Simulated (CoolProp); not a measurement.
Aqueous ethylene glycol as a coolant, 39 % by mass, freezing at -22.8 °C, 1 atm.

Values from CoolProp's Melinder's fits for secondary coolants.

```csv
T (°C),Prandtl number,density (kg/m³),viscosity (mPa s),conductivity (W/(m K))
-20.4,125,1065,14.8,0.397
-12.3,82.4,1063,9.77,0.404
-4.3,56.7,1060,6.76,0.410
3.8,40.4,1057,4.84,0.416
11.9,29.8,1054,3.59,0.423
19.9,22.7,1051,2.75,0.429
28,17.8,1047,2.17,0.435
36.1,14.3,1042,1.75,0.442
```
